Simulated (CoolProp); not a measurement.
Saturation properties of carbon dioxide.

Computed with CoolProp (reference Helmholtz-energy equation of state, Span 1996).

```tsv
T (°C)	p (MPa)	liquid density (kg/m³)	enthalpy of vaporisation (kJ/kg)	liquid conductivity (mW/(m K))
-31.55	1.355	…	306.5	147
-27.35	1.559	…	298.1	142
-23.05	1.791	1046	…	136
-18.75	2.047	1026	279.6	131
-14.55	2.321	1006	269.9	126
-10.25	2.630	984.2	259.3	121
-6.05	…	962.0	248.2	116
-1.75	3.326	937.8	236.1	111
2.55	3.726	911.8	223.0	106
```

Task: Some entries are withheld; supply them.

Result: 
- -31.55, liquid density (kg/m³): 1082
- -27.35, liquid density (kg/m³): 1064
- -23.05, enthalpy of vaporisation (kJ/kg): 289.1
- -6.05, p (MPa): 2.959

Thermal conductivity comes from a separate model (Huber 2016).
